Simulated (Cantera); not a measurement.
# Equilibrium for carbothermic reduction: CuO + CO + N2

Feed: 1 mol CuO, a varied amount of CO, 5.7 mol N2, equilibrated at 998.15 K and 0.440 bar.

Cantera equilibrium calculation (NASA polynomials, part measured and part estimated; ideal gas, pure solids and liquids). Candidate condensed phases: C, Cu, CuO, Cu2O; 27 gas species. The numbers say what is thermodynamically allowed, not how fast it happens.

From 0.51 mol CO to 0.73 mol CO the condensed part is Cu(s) + Cu2O(s). From 1.1 mol CO to 6.3 mol CO the condensed part is Cu(s). At 9 mol CO the condensed part is C(graphite) + Cu(s).

```
n(CO) (mol)  log p N2  log p CO  log p CO2  log p NO  n Cu(s)  n Cu2O(s)  n C(graphite)
-----------  --------  --------  ---------  --------  -------  ---------  -------------
0.51            -0.39     -6.68      -1.44     -9.33   0.0200      0.490              0
0.73            -0.41     -6.54      -1.30     -9.33    0.460      0.270              0
1.1             -0.43     -2.19      -1.19      <-12     1.00          0              0
1.5             -0.46     -1.51      -1.21      <-12     1.00          0              0
2.1             -0.49     -1.21      -1.25      <-12     1.00          0              0
3.1             -0.55     -0.98      -1.30      <-12     1.00          0              0
4.4             -0.60     -0.83      -1.36      <-12     1.00          0              0
6.3             -0.68     -0.71      -1.44      <-12     1.00          0              0
9               -0.77     -0.63      -1.49      <-12     1.00          0         0.0868
```
log p: log10 of the partial pressure in bar; n: condensed amount in mol.
